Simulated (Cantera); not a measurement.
# Diamond growth

A diamond (100) surface in a fixed gas of H2 with x(CH4) = 0.0091, x(CH3) = 1.5e-05, at 998 K, 4600 Pa; coverages are run to steady state.

Cantera simulation using the Harris–Goodwin 1993 mechanism for the reconstructed diamond (100) surface; the numbers are that mechanism's predictions, not measurements.

| x(H) | growth (µm/h) | θ c6HH | θ c6H* | θ c6*H | θ c6** | θ c6HM |
|---|---|---|---|---|---|---|
| 0.0001 | 0.0956 | 0.615 | 0.0163 | 0.335 | 0.00482 | 0.0213 |
| 0.00023 | 0.171 | 0.601 | 0.0171 | 0.353 | 0.00679 | 0.0168 |
| 0.00052 | 0.246 | 0.597 | 0.0176 | 0.363 | 0.00816 | 0.0107 |
| 0.0012 | 0.303 | 0.597 | 0.0179 | 0.368 | 0.00897 | 0.00573 |
| 0.0027 | 0.335 | 0.597 | 0.0181 | 0.371 | 0.00937 | 0.00282 |
| 0.006 | 0.350 | 0.598 | 0.0182 | 0.373 | 0.00956 | 0.00133 |
| 0.014 | 0.359 | 0.598 | 0.0183 | 0.373 | 0.00966 | 0.000583 |
| 0.031 | 0.362 | 0.598 | 0.0184 | 0.373 | 0.00972 | 0.000266 |
| 0.071 | 0.365 | 0.598 | 0.0188 | 0.373 | 0.00979 | 0.000117 |
θ: site fractions in the mechanism's names (c6HH fully hydrogenated, c6H* and c6*H radical sites, c6** diradical, c6HM methylated).
